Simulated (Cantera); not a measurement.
Mixture: CH₃OH : O₂ : N₂ = 1 : 2.73 : 14.7 (molar parts), at 12.8 atm, adiabatic and at constant volume. Ignition delay is the time to a rise of 400 K.

Cantera simulation using GRI-Mech 3.0 (53 species, 325 reactions); the numbers are that mechanism's predictions, not measurements. GRI-Mech 3.0 was tuned for natural gas; its chemistry of methanol as a main component is partial and can be far from experiment. The pressure lies above the range GRI-Mech 3.0 was tuned for (to about 10 atm).

Q: What does this change do: constant pressure in place of constant volume?

A: 
```csv
quantity,before,after
delay at 1050 K,28.1 ms,28.4 ms
delay at 1150 K,3.69 ms,3.77 ms
delay at 1250 K,0.680 ms,0.706 ms
delay at 1350 K,0.167 ms,0.178 ms
delay at 1450 K,52.9 µs,58.4 µs
delay at 1550 K,20.5 µs,23.6 µs
apparent activation energy between 1350 and 1550 K,180 kJ/mol,180 kJ/mol
```

Q: What does this change do: pressure from 12.8 atm to 22.7 atm?

A: 
| quantity | before | after |
|---|---|---|
| delay at 1050 K | 28.1 ms | 19.4 ms |
| delay at 1150 K | 3.69 ms | 2.54 ms |
| delay at 1250 K | 0.680 ms | 0.463 ms |
| delay at 1350 K | 0.167 ms | 0.113 ms |
| delay at 1450 K | 52.9 µs | 35.1 µs |
| delay at 1550 K | 20.5 µs | 13.4 µs |
| apparent activation energy between 1350 and 1550 K | 180 kJ/mol | 190 kJ/mol |
